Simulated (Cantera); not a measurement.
Stirred combustor or abatement burner

A perfectly stirred reactor is fed with 15.1 % CO, 0.484 % H2, 17.7 % O2, 66.7 % N2, at 0.300 bar; it is adiabatic with a 325 K inlet, and is followed from long to short residence time, starting on the burning branch (τ in s: 0.079, 0.04, 0.02, 0.01, 0.0052, 0.0027, 0.0013, 0.00068, 0.00035, 0.00017, 8.9e-05).

Cantera simulation using GRI-Mech 3.0 (53 species, 325 reactions); the numbers are that mechanism's predictions, not measurements.

```csv
τ (s),T (K),x CO,x H2,x O2,x N2O,x NO2
0.079,1553,0.00952,7.68e-5,0.109,3.52e-7,1.77e-8
0.040,1511,0.0135,0.000104,0.110,3.12e-7,1.34e-8
0.020,1452,0.0193,0.000137,0.112,2.75e-7,1.07e-8
0.010,1363,0.0291,0.000171,0.116,2.39e-7,7.85e-9
0.0052,325,0.151,0.00484,0.177,<1e-12,<1e-12
0.0027,325,0.151,0.00484,0.177,<1e-12,<1e-12
0.0013,325,0.151,0.00484,0.177,<1e-12,<1e-12
0.00068,325,0.151,0.00484,0.177,<1e-12,<1e-12
0.00035,325,0.151,0.00484,0.177,<1e-12,<1e-12
0.00017,325,0.151,0.00484,0.177,<1e-12,<1e-12
8.9e-5,325,0.151,0.00484,0.177,<1e-12,<1e-12
```
x: mole fraction; the columns are a selection and need not sum to one.
